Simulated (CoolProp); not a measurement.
The fluid at 359.05 K and 1.4 MPa (stagnation) flows isentropically through a choked orifice. The same conditions are run with several fluids, on thermodynamics alone (safety and materials aside).

The numbers come from the reference Helmholtz-energy equation of state of each fluid (C3F8 (R218): Lemmon 2006; R407C: Lemmon 2003; propyne: Polt 1992; chlorine: Thol 2021; ethylene: Smukala 2000) in CoolProp. The equations of Platzer and Polt are older, rougher fits. Blends and air are pseudo-pure fits.

```
fluid        throat to inlet pressure ratio  mass flux (kg/(m² s))  throat temperature (K)
-----------  ------------------------------  ---------------------  ----------------------
C3F8 (R218)                           0.615                   7230                   347.2
R407C                                 0.590                   4980                   336.1
propyne                               0.587                   3450                   332.2
chlorine                              0.544                   4810                   308.2
ethylene                              0.561                   2850                   322.6
```
